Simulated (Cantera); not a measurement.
Input (Python, Cantera):

```python
import numpy as np
import cantera as ct

gas = ct.Solution("gri30.yaml")
gas.TPX = 1175, 83000, {'N2O': 1}
reactor = ct.IdealGasConstPressureReactor(gas, energy="off", clone=False)
net = ct.ReactorNet([reactor])
net.rtol, net.atol = 1e-08, 1e-18
show = ['N2O', 'N2', 'NO', 'O2', 'O']
times = np.geomspace(3e-05, 10, 10)

steps = ct.SolutionArray(gas, extra=["t"])
rows = []
print(f"{'t/s':>10s}{'T/K':>9s}{'P/Pa':>11s}" + "".join(f"{s:>11s}" for s in show))
for t in times:
    while net.time < t:
        t_next = net.step()
        steps.append(gas.state, t=t_next)
    rows.append([np.interp(t, steps.t, y) for y in (steps.T, steps.P, *steps(*show).X.T)])
    print(f"{t:10.3e}{rows[-1][0]:9.1f}{rows[-1][1]:11.4g}" + "".join(f"{x:11.3e}" for x in rows[-1][2:]))
rate = np.gradient(steps.T, steps.t)
print("integrator steps:", len(steps.t))
if steps.T.max() > steps.T[0] + 200:
    print(f"time of steepest temperature rise: {steps.t[rate.argmax()]:.4e} s")
gas.TPX = 1175, 83000, {'N2O': 1}
gas.equilibrate("TP")
print(f"equilibrium (TP): T = {gas.T:.1f} K  " + "  ".join(f"{s} {gas[s].X[0]:.3e}" for s in show))
```

Result:

```
       t/s      T/K       P/Pa        N2O         N2         NO         O2          O
 3.000e-05   1175.0    8.3e+04  1.000e+00  7.541e-06  6.379e-07  3.038e-06  1.145e-06
 1.232e-04   1175.0    8.3e+04  9.999e-01  3.418e-05  3.292e-06  1.568e-05  1.170e-06
 5.063e-04   1175.0    8.3e+04  9.998e-01  1.437e-04  1.421e-05  6.770e-05  1.170e-06
 2.080e-03   1175.0    8.3e+04  9.991e-01  5.932e-04  5.902e-05  2.813e-04  1.170e-06
 8.545e-03   1175.0    8.3e+04  9.962e-01  2.435e-03  2.423e-04  1.156e-03  1.169e-06
 3.511e-02   1175.0    8.3e+04  9.844e-01  9.922e-03  9.839e-04  4.711e-03  1.165e-06
 1.442e-01   1175.0    8.3e+04  9.381e-01  3.934e-02  3.872e-03  1.868e-02  1.146e-06
 5.925e-01   1175.0    8.3e+04  7.782e-01  1.410e-01  1.362e-02  6.700e-02  1.068e-06
 2.434e+00   1175.0    8.3e+04  4.115e-01  3.753e-01  3.394e-02  1.789e-01  8.029e-07
 1.000e+01   1175.0    8.3e+04  7.144e-02  5.959e-01  4.610e-02  2.861e-01  2.574e-07
integrator steps: 779
equilibrium (TP): T = 1175.0 K  N2O 1.118e-08  N2 6.666e-01  NO 1.875e-04  O2 3.332e-01  O 9.313e-09
```

Detailed kinetics in Cantera: GRI-Mech 3.0 (53 species, 325 reactions). GRI-Mech 3.0 was tuned for natural gas; its chemistry of N2O as a main component is partial and can be far from experiment. The mechanism lacks the step 2 NO + O2 → 2 NO2, which can matter for NO2 below about 1400 K. The temperature is held fixed by assumption; the heat of reaction is taken as removed at once.
